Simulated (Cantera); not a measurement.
Feed: 1 mol C3H6, 0.02 mol NH3, 40 mol H2, held at 7.50 Torr.

Cantera equilibrium calculation (NASA polynomials, part measured and part estimated; ideal gas, pure solids and liquids). Candidate condensed phases: C, C6H6, C7H8, C8H18; 92 gas species. The numbers say what is thermodynamically allowed, not how fast it happens.

### Question
At 1798 K, list the 5 most abundant gas species with their mole fractions, and the condensed phases.

### Answer
H2 0.996, H 0.00351, N2 0.000189, C2H2 (acetylene) 0.000172, HCN 8.34e-5. Condensed: C(graphite).
